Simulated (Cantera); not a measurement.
A closed system holds: 1 mol trisilylamine, 9.3 mol NH3, 81 mol N2, at 700 °C and 23.0 Pa.

These are equilibrium values from Cantera (NASA tables, ideal gas, pure condensed phases), not measurements of a reactor. Candidate condensed phases: Si, Si3N4; 18 gas species. The feed counts by its element totals alone. Kinetics and transport are ignored.

Question: What is the equilibrium state?

Answer: 
```
Property                             Result
--------------------------------  ---------
x(N2)                                 0.820
x(H2)                                 0.180
n(Si3N4(s))                        1.00 mol
gas amount                        102.6 mol
log10 activity of Si(s) (absent)      -5.07
```
